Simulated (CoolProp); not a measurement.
trans-2-butene along the isobar 11 MPa: density (kg/m³) from the reference equation and from simpler models built on Tc = 428.6 K, pc = 4.019 MPa, ω = 0.210; each cubic takes its own stable root.

Model: reference Helmholtz-energy equation of state, Lemmon 2005, in CoolProp. It is a short technical equation, of lower accuracy than the large ones.

```csv
T (K),phase,reference
245.4,liquid,667.6
273.4,liquid,639.9
301.4,liquid,611.2
329.3,liquid,581.0
357.3,liquid,548.4
385.2,liquid,512.5
413.2,liquid,471.7
441.1,supercritical,423.9
469.1,supercritical,366.2
497,supercritical,301.1
525,supercritical,243.0
```

Q: How far does each simpler model (Redlich-Kwong, Soave-Redlich-Kwong) lie from the reference over these 11 states: mean and median of the absolute difference, and the worst?

A: 
- Redlich-Kwong: mean 9.4 %, median 10.2 %, worst -11.8 % at 413.2 K and 11 MPa
- Soave-Redlich-Kwong: mean 10.2 %, median 9.8 %, worst -13.7 % at 469.1 K and 11 MPa
